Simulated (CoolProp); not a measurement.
500 sccm (0 °C, 1 atm) of nitrogen bubbles through liquid dimethyl carbonate at 346.6 K and leaves saturated at a total pressure of 0.15 MPa (ideal gas phase). Each further row changes one setting.

Model: reference Helmholtz-energy equation of state, Zhou 2011, in CoolProp.

```
case                      vapour pressure (kPa)  mole fraction of vapour  delivery (mg/min)  delivery (sccm)  change of delivery for a bath 1 K warmer (%)
------------------------  ---------------------  -----------------------  -----------------  ---------------  --------------------------------------------
as stated                                  57.8                    0.385               1260              313                                           6.0
bath temperature 351.6 K                   68.9                    0.459               1710              424                                           6.7
total pressure 0.3 MPa                     57.8                    0.193                479              119                                           4.5
```
